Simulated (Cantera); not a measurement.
Cantera run:

```python
import numpy as np
import cantera as ct

gas_names = [...]  # 110 gases of nasa_gas.yaml made of C, H, O
cond_names = """
    C(gr) C6H6(L) C7H8(L) C8H18(L),n-octa H2O(s) H2O(L)
""".split()


# ... load() reads the species with a 1 bar reference pressure and builds the phases ...
atoms = {
    'C6H6': {'C': 6, 'H': 6},
    'H2O': {'H': 2, 'O': 1},
}
top_T = {'C(gr)': 4500}  # K; cautious upper limits of use, not melting points


# ... equilibrate(T, P, feed) seeds the gas with the atoms and calls Mixture.equilibrate('TP', solver="vcs", rtol=1e-11, max_steps=5000) ...
results = []
feed = {'C6H6': 1, 'H2O': 0.47}  # mol
T = 1223.15  # K
P = 13332.2  # Pa
mix = equilibrate(T, P, feed)
results.append((T, P, feed, dict(zip(mix.species_names, mix.species_moles))))
x = sorted(zip(gas.X, gas.species_names), reverse=True)
print(f"T = {T:g} K  P = {P:g} Pa  gas = {mix.phase_moles(0):.4g} mol")
print("   x: " + "  ".join(f"{s} {v:.3e}" for v, s in x if v > 1e-06))
print("   condensed (mol): " + ("  ".join(f"{mix.phase(i).name} {mix.phase_moles(i):.4g}"
      for i in range(1, mix.n_phases) if mix.phase_moles(i) > 1e-12) or "none"))
```

Result:

```
T = 1223.15 K  P = 13332.2 Pa  gas = 3.933 mol
   x: H2 8.792e-01  CO 1.192e-01  CH4 1.371e-03  H2O 2.802e-04  CO2 2.599e-05
   condensed (mol): C(gr) 5.526
```

Equilibrium computed with Cantera from the NASA thermochemical tables; the gas is ideal and each condensed phase is pure.
